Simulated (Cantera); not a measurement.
**Equilibrium for boron, boron nitride and boron oxide: borazine + O₂**

Feed: 1 mol borazine, 1.8 mol O₂.

These are equilibrium values from Cantera (NASA tables, ideal gas, pure condensed phases), not measurements of a reactor. Candidate condensed phases: B, BN, B₂O₃, B₃O₃H₃, H₂O; 39 gas species. The feed counts by its element totals alone. Mutual solubility and eutectic melting of coexisting phases are not modelled. Rates play no part.

Stable condensed phases:

```
T in °C \ P in Pa
             10     37    140    520   1900   7200  27000 100000
   1977       A      A      A      A      A      A      A      B
   1952       A      A      A      A      A      A      A      B
   1927       A      A      A      A      A      A      A      B
   1902       A      A      A      A      A      A      A      B
   1877       A      A      A      A      A      A      A      B
   1852       A      A      A      A      A      A      B      B
   1827       A      A      A      A      A      A      B      C
   1802       A      A      A      A      A      A      B      C
   1777       A      A      A      A      A      A      B      C
   1752       A      A      A      A      A      A      B      C
```

A: gas only; B: BN; C: BN + B₂O₃.
